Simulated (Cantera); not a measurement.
Gas activation for diamond growth

A perfectly stirred reactor is fed with CH4 : H2 : O2 = 0.021 : 1 : 0.018 (molar parts), at 0.0810 bar; it is held at 2448 K, and followed from long to short residence time.

Model: GRI-Mech 3.0 (53 species, 325 reactions), integrated in Cantera. The temperature is held fixed by assumption; the heat of reaction is taken as removed at once.

```csv
τ (s),x CH4,x H2,x O2,x CO2,x CH3,x CH2O,x CH2CO
2.8,2.59e-6,0.901,1.09e-7,4.69e-5,3.42e-6,2.80e-9,1.36e-10
0.93,8.29e-6,0.903,2.15e-7,4.69e-5,1.07e-5,7.42e-9,6.29e-10
0.31,2.87e-5,0.907,5.63e-7,4.70e-5,3.45e-5,2.17e-8,4.19e-9
0.10,0.000109,0.914,1.87e-6,4.75e-5,0.000114,6.55e-8,3.63e-8
0.035,0.000320,0.920,6.15e-6,4.86e-5,0.000285,1.63e-7,1.96e-7
0.012,0.000773,0.924,2.07e-5,4.69e-5,0.000593,3.79e-7,6.61e-7
0.0039,0.00169,0.925,7.30e-5,3.66e-5,0.00113,8.28e-7,1.46e-6
0.0013,0.00333,0.925,0.000243,2.48e-5,0.00198,1.59e-6,2.13e-6
0.00043,0.00605,0.926,0.000790,2.48e-5,0.00320,2.89e-6,2.51e-6
```
x: mole fraction; the columns are a selection and need not sum to one.
